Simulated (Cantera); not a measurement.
Feed: 1 mol Si(CH3)4, 0.0069 mol C2H2, 420 mol H2, equilibrated at 2425 K and 0.160 bar.

These are equilibrium values from Cantera (NASA tables, ideal gas, pure condensed phases), not measurements of a reactor. Candidate condensed phases: C, C6H6, C7H8, C8H18, Si, SiC; 87 gas species. Gases not in the tables: Si2H6 and higher silanes. Kinetics and transport are ignored.

Base state: H2 0.950, H 0.0436, C2H2 (acetylene) 0.00431, Si 0.00167, SiC2 0.000201, SiH 0.000193, Si2C 7.46e-5, SiH2 7.36e-5 (mole fractions); condensed: gas only.

Q: What changes in the equilibrium state with this change: pressure from 0.160 bar to 0.460 bar?

A: 
```
species            before     after
----------------  -------  --------
H2                  0.950     0.967
H                  0.0436    0.0260
C2H2 (acetylene)  0.00431   0.00433
Si                0.00167   0.00138
CH4               1.87e-5   5.55e-5
SiH2              7.36e-5  0.000179
```
